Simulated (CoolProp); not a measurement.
CH2F2 (R32) along the isobar 4.97 MPa: fugacity coefficient from the reference equation and from simpler models built on Tc = 351.3 K, pc = 5.783 MPa, ω = 0.277; each cubic takes its own stable root.

The numbers come from the reference Helmholtz-energy equation of state, Tillner-Roth 1997 in CoolProp.

| T (K) | phase | reference | Redlich-Kwong | Soave-Redlich-Kwong | Peng-Robinson |
|---|---|---|---|---|---|
| 307.5 | liquid | 0.3562 | 0.4397 | [?] | 0.3723 |
| 319.1 | liquid | 0.4451 | 0.5236 | 0.4796 | 0.4634 |
| 330.7 | liquid | 0.5420 | 0.6092 | 0.5798 | 0.5606 |
| 342.3 | liquid | 0.6432 | 0.6905 | [?] | 0.6578 |
| 353.9 | gas | 0.6950 | 0.7229 | [?] | 0.7023 |
| 365.5 | gas | 0.7296 | [?] | 0.7554 | 0.7333 |
| 377.1 | gas | 0.7586 | 0.7725 | 0.7820 | 0.7600 |
| 388.7 | gas | 0.7835 | 0.7926 | 0.8053 | 0.7833 |
| 400.2 | gas | 0.8051 | 0.8102 | 0.8256 | 0.8038 |
| 411.8 | gas | 0.8242 | 0.8261 | [?] | 0.8223 |
| 423.4 | gas | 0.8411 | 0.8403 | 0.8601 | 0.8389 |
| 435 | gas | 0.8561 | 0.8531 | 0.8747 | 0.8537 |

Task: Some entries are withheld; supply them.

Result: 
- 307.5, Soave-Redlich-Kwong: 0.3852
- 342.3, Soave-Redlich-Kwong: 0.6797
- 353.9, Soave-Redlich-Kwong: 0.7241
- 365.5, Redlich-Kwong: 0.7495
- 411.8, Soave-Redlich-Kwong: 0.8438

At some of these states Redlich-Kwong gives the other phase, because its saturation line lies elsewhere.
